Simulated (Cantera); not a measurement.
# Equilibrium for silicon epitaxy and polysilicon growth: Si2Cl6 + HCl + H2

Charge: 1 mol Si2Cl6, 2 mol HCl, 24 mol H2, at 40000 Pa.

Method: chemical equilibrium by Gibbs-energy minimisation in Cantera with the NASA 1993 tables (ideal gas, pure condensed phases). Candidate condensed phases: Si; 19 gas species. The feed counts by its element totals alone. The tables' values for SiCl3 are old estimates; treat these amounts as uncertain. Equilibrium is a limit: real reactors are often held back by kinetics, nucleation or transport.

```json
[
 {"T (°C)": "625", "x H2": "0.913", "x SiCl4": "0.0615", "x HCl": "0.0128", "x SiHCl3": "0.0122", "x SiCl3": "8.15e-5", "x SiCl2": "5.23e-6", "x SiH2Cl2": "0.000230"},
 {"T (°C)": "650", "x H2": "0.912", "x SiCl4": "0.0600", "x HCl": "0.0144", "x SiHCl3": "0.0136", "x SiCl3": "0.000134", "x SiCl2": "1.20e-5", "x SiH2Cl2": "0.000301"},
 {"T (°C)": "675", "x H2": "0.910", "x SiCl4": "0.0585", "x HCl": "0.0160", "x SiHCl3": "0.0150", "x SiCl3": "0.000213", "x SiCl2": "2.63e-5", "x SiH2Cl2": "0.000388"},
 {"T (°C)": "700", "x H2": "0.908", "x SiCl4": "0.0568", "x HCl": "0.0178", "x SiHCl3": "0.0163", "x SiCl3": "0.000330", "x SiCl2": "5.49e-5", "x SiH2Cl2": "0.000490"},
 {"T (°C)": "725", "x H2": "0.906", "x SiCl4": "0.0552", "x HCl": "0.0196", "x SiHCl3": "0.0177", "x SiCl3": "0.000497", "x SiCl2": "0.000110", "x SiH2Cl2": "0.000609"},
 {"T (°C)": "750", "x H2": "0.904", "x SiCl4": "0.0534", "x HCl": "0.0216", "x SiHCl3": "0.0189", "x SiCl3": "0.000731", "x SiCl2": "0.000211", "x SiH2Cl2": "0.000743"},
 {"T (°C)": "775", "x H2": "0.902", "x SiCl4": "0.0516", "x HCl": "0.0237", "x SiHCl3": "0.0201", "x SiCl3": "0.00105", "x SiCl2": "0.000390", "x SiH2Cl2": "0.000889"},
 {"T (°C)": "800", "x H2": "0.900", "x SiCl4": "0.0497", "x HCl": "0.0260", "x SiHCl3": "0.0211", "x SiCl3": "0.00146", "x SiCl2": "0.000689", "x SiH2Cl2": "0.00104"},
 {"T (°C)": "825", "x H2": "0.898", "x SiCl4": "0.0477", "x HCl": "0.0286", "x SiHCl3": "0.0218", "x SiCl3": "0.00199", "x SiCl2": "0.00117", "x SiH2Cl2": "0.00119"},
 {"T (°C)": "850", "x H2": "0.895", "x SiCl4": "0.0457", "x HCl": "0.0314", "x SiHCl3": "0.0223", "x SiCl3": "0.00264", "x SiCl2": "0.00190", "x SiH2Cl2": "0.00133"},
 {"T (°C)": "875", "x H2": "0.892", "x SiCl4": "0.0435", "x HCl": "0.0347", "x SiHCl3": "0.0224", "x SiCl3": "0.00341", "x SiCl2": "0.00296", "x SiH2Cl2": "0.00145"}
]
```
x: gas mole fraction; nothing condenses.

From 625 °C to 875 °C nothing is condensed. The main Si-bearing gas is SiCl4 throughout.
